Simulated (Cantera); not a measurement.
Input: 1 mol B, 1.4 mol O2, 3.3 mol H2, at 1325 K and 39.8 Torr.

Cantera equilibrium calculation (NASA polynomials, part measured and part estimated; ideal gas, pure solids and liquids). Candidate condensed phases: B, B2O3, B3O3H3, H2O; 23 gas species. Gases not in the tables: H3BO3. Equilibrium is a limit: real reactors are often held back by kinetics, nucleation or transport.

Base state: H2 0.603, H2O 0.386, HBO2 0.0111, (HBO2)3 0.000419 (mole fractions); condensed: B2O3(l).

Task: What changes in the equilibrium state with this change: temperature from 1325 K to 1075 K?

Result: 
```tsv
species	before	after
H2	0.603	0.606
H2O	0.386	0.392
(HBO2)3	0.000419	0.00110
HBO2	0.0111	0.000306
B2O3(l), mol	0.479	0.494
```

Task: What changes in the equilibrium state with this change: pressure from 39.8 Torr to 10.0 Torr?

Result: 
```tsv
species	before	after
H2	0.603	0.599
H2O	0.386	0.378
HBO2	0.0111	0.0220
B2O3	6.92e-6	2.75e-5
(HBO2)3	0.000419	0.000204
H	5.52e-6	1.10e-5
B2O3(l), mol	0.479	0.462
```
